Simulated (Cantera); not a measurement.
Feed: 1 mol SiHCl3, 52 mol N2, at 29.3 Torr.

Cantera equilibrium calculation (NASA polynomials, part measured and part estimated; ideal gas, pure solids and liquids). Candidate condensed phases: NH4Cl, Si, Si3N4; 28 gas species. N2 is the only nitrogen source here; it is nearly inert below about 1500 K, so the nitride shown seldom forms there in practice. The tables' values for SiCl3, SiCl are old estimates; treat these amounts as uncertain. Equilibrium is a limit: real reactors are often held back by kinetics, nucleation or transport.

log p: log10 of the partial pressure in bar; n: condensed amount in mol.

| T (K) | log p N2 | log p SiCl2 | log p HCl | log p SiCl4 | n Si3N4(s) |
|---|---|---|---|---|---|
| 898 | -1.42 | -9.61 | -3.19 | -3.41 | 0.157 |
| 973 | -1.42 | -8.34 | -3.18 | -3.41 | 0.158 |
| 1048 | -1.42 | (withheld) | -3.18 | -3.42 | 0.159 |
| 1123 | -1.42 | -6.33 | -3.17 | -3.42 | 0.159 |
| 1198 | -1.42 | -5.52 | -3.17 | -3.43 | 0.158 |
| 1273 | -1.42 | -4.81 | -3.17 | -3.46 | 0.154 |
| 1348 | -1.42 | -4.21 | -3.17 | -3.52 | 0.140 |
| 1423 | -1.42 | -3.72 | -3.17 | -3.68 | 0.105 |
| 1498 | -1.42 | -3.39 | -3.19 | -4.03 | 0.0514 |
| 1573 | -1.42 | -3.21 | -3.22 | (withheld) | (withheld) |
| 1648 | -1.42 | -3.19 | -3.20 | -4.88 | 0 |
| 1723 | -1.43 | -3.18 | -3.19 | -5.16 | 0 |
| 1798 | -1.43 | -3.17 | -3.19 | -5.47 | 0 |

### Question
What belongs in the gaps?

### Answer

- 1048, log p SiCl2: -7.26
- 1573, log p SiCl4: -4.59
- 1573, n Si3N4(s): 0.00301
